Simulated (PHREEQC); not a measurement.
0.95 g of hydrous ferric oxide (600 m²/g; 0.2 weak and 0.005 strong sites per Fe, Dzombak-Morel constants, diffuse double layer) in 1 kg of water with 0.1 mol/kgw of an inert sodium salt and 4.3e-06 mol Na2SeO4, at 25 °C; the pH is set by adding NaOH or the inert anion's acid. Oxygen is held at 0.21 atm. CO2 from the air is kept out. Precipitation was switched off in this run.

Model: ion-association model, wateq4f.dat, run in PHREEQC.

```
pH     Se sorbed (%)  surface charge σ (C/m²)  surface potential ψ (mV)
-----  -------------  -----------------------  ------------------------
3               99.7                    0.362                       152
3.67            99.6                    0.341                       149
4.33            99.4                    0.290                       141
5               98.4                    0.214                       126
5.67            93.1                    0.141                       105
6.33            68.1                    0.085                        81
7               19.7                    0.045                        52
7.67             2.1                    0.016                        21
8.33             0.2                   -0.008                       -11
9                0.0                   -0.034                       -42
9.67             0.0                   -0.071                       -72
10.33            0.0                   -0.121                       -97
11               0.0                   -0.190                      -120
```

The oxide is taken as insoluble; below pH 4 it would dissolve.
